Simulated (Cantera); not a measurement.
Feed: 1 mol CuO, 370 mol H2, 2.3 mol N2, at 750 Torr.

Method: chemical equilibrium by Gibbs-energy minimisation in Cantera with the NASA 1993 tables (ideal gas, pure condensed phases). Candidate condensed phases: Cu, CuO, Cu(OH)2, Cu2O, H2O; 27 gas species. Equilibrium is a limit: real reactors are often held back by kinetics, nucleation or transport.

**Question.** Which condensed phases are stable at each of these points (T (K)): 1350, 1400, 1450, 1500, 1550, 1600, 1650, 1700, 1750, 1800, 1850, 1900, 1950, 2000?

**Answer.** 
```tsv
T (K)	condensed phases	Cu condensed (%)
1350	Cu(s)	100.0
1400	Cu(l)	99.9
1450	Cu(l)	99.9
1500	Cu(l)	99.7
1550	Cu(l)	99.3
1600	Cu(l)	98.5
1650	Cu(l)	97.0
1700	Cu(l)	94.1
1750	Cu(l)	88.8
1800	Cu(l)	79.7
1850	Cu(l)	64.4
1900	Cu(l)	39.4
1950	gas only	0.0
2000	gas only	0.0
```

At 1350 K the condensed part is Cu(s). From 1400 K to 1900 K the condensed part is Cu(l). From 1950 K to 2000 K nothing is condensed.
